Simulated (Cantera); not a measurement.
**Transport properties of process gases**

Gas mixture: 100 % CO2, at 1000000 Pa, frozen composition.

Cantera's kinetic-theory transport with the Lennard-Jones parameters of GRI-Mech 3.0, ideal gas; thermal conductivity in the mixture-averaged form.

```json
[
 {"T (K)": "400", "ρ (kg/m³)": "13.2", "cp (J/kg/K)": "937.9", "μ (µPa s)": "19.8", "λ (mW/m/K)": "25.3", "Pr": "0.731", "D (cm²/s) H2": "0.111", "D (cm²/s) C2H2": "0.0215", "D (cm²/s) NO": "0.0264"},
 {"T (K)": "600", "ρ (kg/m³)": "8.82", "cp (J/kg/K)": "1076", "μ (µPa s)": "27.9", "λ (mW/m/K)": "41.0", "Pr": "0.731", "D (cm²/s) H2": "0.221", "D (cm²/s) C2H2": "0.0450", "D (cm²/s) NO": "0.0540"},
 {"T (K)": "800", "ρ (kg/m³)": "6.62", "cp (J/kg/K)": "1169", "μ (µPa s)": "34.8", "λ (mW/m/K)": "55.7", "Pr": "0.731", "D (cm²/s) H2": "0.359", "D (cm²/s) C2H2": "0.0749", "D (cm²/s) NO": "0.0885"},
 {"T (K)": "1000", "ρ (kg/m³)": "5.29", "cp (J/kg/K)": "1234", "μ (µPa s)": "41.0", "λ (mW/m/K)": "69.2", "Pr": "0.731", "D (cm²/s) H2": "0.521", "D (cm²/s) C2H2": "0.110", "D (cm²/s) NO": "0.129"},
 {"T (K)": "1200", "ρ (kg/m³)": "4.41", "cp (J/kg/K)": "1279", "μ (µPa s)": "46.6", "λ (mW/m/K)": "81.7", "Pr": "0.730", "D (cm²/s) H2": "0.706", "D (cm²/s) C2H2": "0.150", "D (cm²/s) NO": "0.175"},
 {"T (K)": "1400", "ρ (kg/m³)": "3.78", "cp (J/kg/K)": "1313", "μ (µPa s)": "51.8", "λ (mW/m/K)": "93.3", "Pr": "0.729", "D (cm²/s) H2": "0.911", "D (cm²/s) C2H2": "0.195", "D (cm²/s) NO": "0.227"},
 {"T (K)": "1600", "ρ (kg/m³)": "3.31", "cp (J/kg/K)": "1339", "μ (µPa s)": "56.7", "λ (mW/m/K)": "104", "Pr": "0.729", "D (cm²/s) H2": "1.14", "D (cm²/s) C2H2": "0.245", "D (cm²/s) NO": "0.284"}
]
```
D: mixture-averaged diffusion coefficient of that species in the mixture.
